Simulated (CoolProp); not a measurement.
A simple Rankine cycle with R141b: condensing at 305.15 K, boiler at 2.66 MPa, turbine inlet 487 K, turbine efficiency 0.75, pump efficiency 0.6, no recuperator. Each further row changes one setting.

The numbers come from the reference Helmholtz-energy equation of state, Lemmon 2006 in CoolProp. It is a short technical equation, of lower accuracy than the large ones.

```json
[
 {"case": "as stated", "thermal efficiency (%)": "17.7", "net work (kJ/kg)": "62.9", "heat in (kJ/kg)": "355", "turbine exit temperature (K)": "387.0", "volume ratio over the turbine": "26.9"},
 {"case": "condensing temperature 297.15 K", "thermal efficiency (%)": "18.8", "net work (kJ/kg)": "68.3", "heat in (kJ/kg)": "364", "turbine exit temperature (K)": "380.4", "volume ratio over the turbine": "35.5"},
 {"case": "boiler pressure 1.86 MPa", "thermal efficiency (%)": "16.4", "net work (kJ/kg)": "60.1", "heat in (kJ/kg)": "366", "turbine exit temperature (K)": "402.8", "volume ratio over the turbine": "17.7"},
 {"case": "turbine efficiency 0.65", "thermal efficiency (%)": "15.2", "net work (kJ/kg)": "54.0", "heat in (kJ/kg)": "355", "turbine exit temperature (K)": "396.9", "volume ratio over the turbine": "27.6"}
]
```
